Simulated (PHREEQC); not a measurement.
Solution (25 °C): 4.3 mmol/kgw CaCl2, 0.0047 mmol/kgw CO2 and 1.65 mmol/kgw KCl. Closed to the air; pH follows from the charge balance.

The numbers come from PHREEQC with the Pitzer model, pitzer.dat.

Precipitation was switched off in this run.

### Question
What pH, specific conductance, osmotic coefficient does the model give?

### Answer
pH 5.91; specific conductance 1260 µS/cm; osmotic coefficient 0.933.

### Question
In which forms is C present?

### Answer
CO2 71 %, HCO3- 29 % of the C.

Species that the database lacks are ignored.
